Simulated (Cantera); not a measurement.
Charge: 1 mol Cu, 4.9 mol HF, at 698 K and 3.90 Torr.

Cantera equilibrium calculation (NASA polynomials, part measured and part estimated; ideal gas, pure solids and liquids). Candidate condensed phases: Cu, CuF2; 15 gas species. Equilibrium is a limit: real reactors are often held back by kinetics, nucleation or transport.

### Question
What is the equilibrium state?

### Answer
| Property | Result |
|---|---|
| x(HF) | 1.000 |
| n(Cu(s)) | 1.00 mol |
| gas amount | 4.900 mol |
| log10 activity of CuF2(s) (absent) | -2.03 |
